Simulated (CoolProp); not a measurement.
Saturation properties of n-nonane (Tc = 594.5 K, pc = 2282 kPa, ω = 0.443).

Computed with CoolProp (reference Helmholtz-energy equation of state, Lemmon 2006). It is a short technical equation, of lower accuracy than the large ones.

```tsv
T (K)	p (kPa)	vapour density (kg/m³)	surface tension (mN/m)	vapour viscosity (µPa s)
418.6	87.84	3.417	11.6	7.48
426.8	109.3	4.209	10.9	7.61
435	134.7	5.141	10.2	7.75
443.2	164.4	6.232	9.58	…
451.3	198.6	7.486	8.94	8.02
459.5	238.5	…	8.30	8.16
467.7	284.3	10.65	7.67	8.31
475.9	336.5	12.61	7.05	8.46
484.1	395.8	14.86	6.44	8.61
492.3	462.8	17.45	5.84	8.77
500.5	538.0	20.43	…	8.95
508.7	622.1	23.87	4.69	9.13
516.9	716.0	27.83	4.13	9.33
525.1	820.3	32.44	3.59	9.56
533.3	935.8	37.82	3.06	9.81
```

Q: Complete the blanks.

A: 
- 443.2, vapour viscosity (µPa s): 7.89
- 459.5, vapour density (kg/m³): 8.956
- 500.5, surface tension (mN/m): 5.26

It boils at 423.9 K under 1 atm.

Viscosity comes from a separate model (Huber 2004). Surface tension comes from a separate correlation (Mulero 2012).
